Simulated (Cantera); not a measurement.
A Cantera script and its output.

```python
import numpy as np
import cantera as ct

gas = ct.Solution("gri30.yaml")
gas.TPX = 1225, 101325, {'N2O': 1}
reactor = ct.IdealGasConstPressureReactor(gas, energy="off", clone=False)
net = ct.ReactorNet([reactor])
net.rtol, net.atol = 1e-08, 1e-18
show = ['N2O', 'O', 'NO2', 'O2', 'N2', 'NO']
times = np.geomspace(0.0003, 8, 12)

steps = ct.SolutionArray(gas, extra=["t"])
rows = []
print(f"{'t/s':>10s}{'T/K':>9s}{'P/Pa':>11s}" + "".join(f"{s:>11s}" for s in show))
for t in times:
    while net.time < t:
        t_next = net.step()
        steps.append(gas.state, t=t_next)
    rows.append([np.interp(t, steps.t, y) for y in (steps.T, steps.P, *steps(*show).X.T)])
    print(f"{t:10.3e}{rows[-1][0]:9.1f}{rows[-1][1]:11.4g}" + "".join(f"{x:11.3e}" for x in rows[-1][2:]))
rate = np.gradient(steps.T, steps.t)
print("integrator steps:", len(steps.t))
if steps.T.max() > steps.T[0] + 200:
    print(f"time of steepest temperature rise: {steps.t[rate.argmax()]:.4e} s")
gas.TPX = 1225, 101325, {'N2O': 1}
gas.equilibrate("TP")
print(f"equilibrium (TP): T = {gas.T:.1f} K  " + "  ".join(f"{s} {gas[s].X[0]:.3e}" for s in show))
```

Result:

```
       t/s      T/K       P/Pa        N2O          O        NO2         O2         N2         NO
 3.000e-04   1225.0  1.013e+05  9.996e-01  2.526e-06  5.446e-09  1.221e-04  2.627e-04  3.181e-05
 7.577e-04   1225.0  1.013e+05  9.989e-01  2.525e-06  3.486e-08  3.117e-04  6.666e-04  8.116e-05
 1.914e-03   1225.0  1.013e+05  9.973e-01  2.524e-06  2.148e-07  7.897e-04  1.685e-03  2.055e-04
 4.833e-03   1225.0  1.013e+05  9.932e-01  2.522e-06  1.239e-06  1.992e-03  4.246e-03  5.175e-04
 1.221e-02   1225.0  1.013e+05  9.831e-01  2.514e-06  6.232e-06  4.994e-03  1.065e-02  1.294e-03
 3.083e-02   1225.0  1.013e+05  9.580e-01  2.490e-06  2.453e-05  1.238e-02  2.639e-02  3.191e-03
 7.785e-02   1225.0  1.013e+05  8.989e-01  2.429e-06  7.265e-05  2.982e-02  6.356e-02  7.624e-03
 1.966e-01   1225.0  1.013e+05  7.719e-01  2.282e-06  1.748e-04  6.742e-02  1.436e-01  1.694e-02
 4.966e-01   1225.0  1.013e+05  5.481e-01  1.957e-06  3.455e-04  1.342e-01  2.850e-01  3.238e-02
 1.254e+00   1225.0  1.013e+05  2.726e-01  1.346e-06  5.272e-04  2.178e-01  4.606e-01  4.843e-02
 3.168e+00   1225.0  1.013e+05  7.414e-02  5.467e-07  6.201e-04  2.805e-01  5.895e-01  5.518e-02
 8.000e+00   1225.0  1.013e+05  6.085e-03  7.281e-08  7.535e-04  3.032e-01  6.350e-01  5.490e-02
integrator steps: 975
equilibrium (TP): T = 1225.0 K  N2O 1.755e-08  O 2.429e-08  NO2 5.214e-06  O2 3.332e-01  N2 6.665e-01  NO 2.746e-04
```

Model: GRI-Mech 3.0 (53 species, 325 reactions), integrated in Cantera. GRI-Mech 3.0 was tuned for natural gas; its chemistry of N2O as a main component is partial and can be far from experiment. The mechanism lacks the step 2 NO + O2 → 2 NO2, which can matter for NO2 below about 1400 K. The temperature is held fixed by assumption; the heat of reaction is taken as removed at once.
